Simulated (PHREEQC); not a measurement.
Metal-bearing waste water

Dissolve 3.4 mmol/kgw CdCl2, 0.7 mmol/kgw CuCl2 and 0.29 mmol/kgw NaCl at 45 °C. Closed to the air; pH follows from the charge balance.

The numbers come from PHREEQC with the ion-association model, wateq4f.dat.

| Item | Value |
|---|---|
| pH | 5.23 |
| ionic strength | 0.0103 mol/kgw |

```csv
species,molality,activity,log γ
Cl-,0.00732,0.00655,-0.048
Cd+2,0.00228,0.00147,-0.188
CdCl+,0.00110,0.000983,-0.047
Cu+2,0.000672,0.000445,-0.178
Na+,0.000290,0.000261,-0.046
CdCl2,2.87e-5,2.88e-5,0.001
CuCl+,2.19e-5,1.97e-5,-0.047
H+,6.50e-6,5.91e-6,-0.041
Cu2(OH)2+2,2.46e-6,1.60e-6,-0.188
CuOH+,8.40e-7,7.53e-7,-0.047
Cu(OH)2,2.65e-7,2.66e-7,0.001
```

Precipitation was switched off in this run. The solution is supersaturated, for example in Atacamite, Tenorite (slow to form), so a real one may precipitate; this is no full list. At this temperature some constants are extrapolated from 25 °C, and those without enthalpy data are left unchanged.
